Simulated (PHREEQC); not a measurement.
**Brine: speciation**

A solution holds 1.9 mol KOH and 0.43 mol KBr per kg of water, at 25 °C. Closed to the air; pH follows from the charge balance.

The numbers come from PHREEQC with the Pitzer model, pitzer.dat.

Precipitation was switched off in this run.

Q: Estimate the pH, activity of water, osmotic coefficient.

A: pH 14.35; activity of water 0.914; osmotic coefficient 1.075.

In brines, pH and single-ion activities rest on the MacInnes convention.
